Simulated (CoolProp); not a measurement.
Vapour-liquid equilibrium of propane (1) + n-perfluorobutane (2) at -13.75 °C; x and y are mole fractions of (1).

The numbers come from the multi-fluid Helmholtz-energy mixture model, Lemmon 2009 and Gao 2022; pair parameters Bell 2016 in CoolProp.

```json
[
 {"x": "0.05", "bubble pressure (bar)": "[?]", "y at the bubble point": "0.455", "dew pressure at overall composition x (bar)": "0.6478", "liquid density (mol/L)": "7.023"},
 {"x": "0.15", "bubble pressure (bar)": "1.844", "y at the bubble point": "0.692", "dew pressure at overall composition x (bar)": "0.7219", "liquid density (mol/L)": "7.330"},
 {"x": "0.25", "bubble pressure (bar)": "2.306", "y at the bubble point": "[?]", "dew pressure at overall composition x (bar)": "0.8146", "liquid density (mol/L)": "7.667"},
 {"x": "0.35", "bubble pressure (bar)": "2.570", "y at the bubble point": "0.801", "dew pressure at overall composition x (bar)": "0.9341", "liquid density (mol/L)": "8.044"},
 {"x": "0.45", "bubble pressure (bar)": "2.716", "y at the bubble point": "0.819", "dew pressure at overall composition x (bar)": "1.094", "liquid density (mol/L)": "8.469"},
 {"x": "0.55", "bubble pressure (bar)": "[?]", "y at the bubble point": "0.832", "dew pressure at overall composition x (bar)": "1.317", "liquid density (mol/L)": "8.956"},
 {"x": "0.65", "bubble pressure (bar)": "2.872", "y at the bubble point": "0.845", "dew pressure at overall composition x (bar)": "1.651", "liquid density (mol/L)": "[?]"},
 {"x": "0.75", "bubble pressure (bar)": "2.941", "y at the bubble point": "[?]", "dew pressure at overall composition x (bar)": "2.185", "liquid density (mol/L)": "10.18"},
 {"x": "0.85", "bubble pressure (bar)": "3.009", "y at the bubble point": "[?]", "dew pressure at overall composition x (bar)": "2.896", "liquid density (mol/L)": "[?]"},
 {"x": "0.95", "bubble pressure (bar)": "3.052", "y at the bubble point": "0.952", "dew pressure at overall composition x (bar)": "3.052", "liquid density (mol/L)": "11.87"}
]
```

### Question
Some entries are withheld; supply them.

### Answer

- 0.05, bubble pressure (bar): 1.104
- 0.25, y at the bubble point: 0.767
- 0.55, bubble pressure (bar): 2.804
- 0.65, liquid density (mol/L): 9.519
- 0.75, y at the bubble point: 0.863
- 0.85, y at the bubble point: 0.894
- 0.85, liquid density (mol/L): 10.96

No azeotrope shows between x = 0.05 and 0.95.

The pair parameters rest on a limited set of measurements; away from them the model extrapolates. With so large a gap from Raoult's law the liquid may split in two, which this calculation doesn't test in full.
